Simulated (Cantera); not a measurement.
What does this Cantera script print?

```python
import numpy as np
import cantera as ct

gas = ct.Solution("h2o2.yaml")
gas.TPX = 1023, 2666, {'H2': 0.1, 'O2': 1}
reactor = ct.IdealGasConstPressureReactor(gas, energy="off", clone=False)
net = ct.ReactorNet([reactor])
net.rtol, net.atol = 1e-08, 1e-18
show = ['H2', 'O2', 'H2O2', 'O', 'H2O', 'HO2']
times = np.geomspace(2e-06, 80, 10)

steps = ct.SolutionArray(gas, extra=["t"])
rows = []
print(f"{'t/s':>10s}{'T/K':>9s}{'P/Pa':>11s}" + "".join(f"{s:>11s}" for s in show))
for t in times:
    while net.time < t:
        t_next = net.step()
        steps.append(gas.state, t=t_next)
    rows.append([np.interp(t, steps.t, y) for y in (steps.T, steps.P, *steps(*show).X.T)])
    print(f"{t:10.3e}{rows[-1][0]:9.1f}{rows[-1][1]:11.4g}" + "".join(f"{x:11.3e}" for x in rows[-1][2:]))
rate = np.gradient(steps.T, steps.t)
print("integrator steps:", len(steps.t))
if steps.T.max() > steps.T[0] + 200:
    print(f"time of steepest temperature rise: {steps.t[rate.argmax()]:.4e} s")
gas.TPX = 1023, 2666, {'H2': 0.1, 'O2': 1}
gas.equilibrate("TP")
print(f"equilibrium (TP): T = {gas.T:.1f} K  " + "  ".join(f"{s} {gas[s].X[0]:.3e}" for s in show))
```

It prints:

```
       t/s      T/K       P/Pa         H2         O2       H2O2          O        H2O        HO2
 2.000e-06   1023.0       2666  9.091e-02  9.091e-01  1.473e-17  9.779e-14  2.646e-15  5.933e-12
 1.399e-05   1023.0       2666  9.091e-02  9.091e-01  7.130e-16  4.355e-12  7.608e-13  4.158e-11
 9.781e-05   1023.0       2666  9.091e-02  9.091e-01  3.515e-14  1.659e-10  1.454e-10  2.946e-10
 6.840e-04   1023.0       2666  9.091e-02  9.091e-01  2.536e-12  8.378e-08  1.662e-07  5.267e-09
 4.783e-03   1023.0       2666  2.038e-03  8.865e-01  4.555e-07  1.459e-02  8.674e-02  1.792e-05
 3.345e-02   1023.0       2666  3.919e-05  9.043e-01  2.500e-07  3.077e-04  9.504e-02  3.534e-06
 2.339e-01   1023.0       2666  8.082e-07  9.047e-01  5.507e-08  8.700e-06  9.521e-02  2.174e-07
 1.636e+00   1023.0       2666  3.998e-08  9.048e-01  9.388e-09  6.089e-07  9.523e-02  1.803e-08
 1.144e+01   1023.0       2666  3.872e-09  9.048e-01  1.517e-09  6.610e-08  9.524e-02  2.319e-09
 8.000e+01   1023.0       2666  4.874e-10  9.048e-01  2.360e-10  8.635e-09  9.524e-02  9.837e-10
integrator steps: 2027
equilibrium (TP): T = 1023.0 K  H2 1.055e-10  O2 9.048e-01  H2O2 5.555e-11  O 1.826e-09  H2O 9.524e-02  HO2 1.573e-09
```

Detailed kinetics in Cantera: the H2/O2 subset of GRI-Mech 3.0, which has no nitrogen chemistry. Radical loss at walls, strong at low pressure, is not modelled. The temperature is held fixed by assumption; the heat of reaction is taken as removed at once.
